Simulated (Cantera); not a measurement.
A freely propagating, adiabatic, planar premixed flame of CH4 : C2H6 : C3H8 : O2 : N2 = 1 : 0.52 : 0.067 : 3.78 : 16.6 (molar parts), equivalence ratio 1.1, unburnt at 423 K and 7200 Torr; mixture-averaged transport, grid criteria slope 0.08 and curve 0.16, no radiation.

Cantera simulation using GRI-Mech 3.0 (53 species, 325 reactions); the numbers are that mechanism's predictions, not measurements. Burning velocities carry a grid error of a few per cent, more on coarse grids.

### Question
What does this change do: 0.75 parts CO2 added?

### Answer
```tsv
quantity	before	after
laminar burning velocity	24.2 cm/s	18.6 cm/s
thermal thickness	0.0878 mm	0.108 mm
peak x(O)	0.000461	0.000339
```

### Question
What does this change do: CH4 1 to 1.3 parts?

### Answer
```csv
quantity,before,after
laminar burning velocity,24.2 cm/s,15.4 cm/s
thermal thickness,0.0878 mm,0.135 mm
peak x(O),0.000461,4.05e-5
```
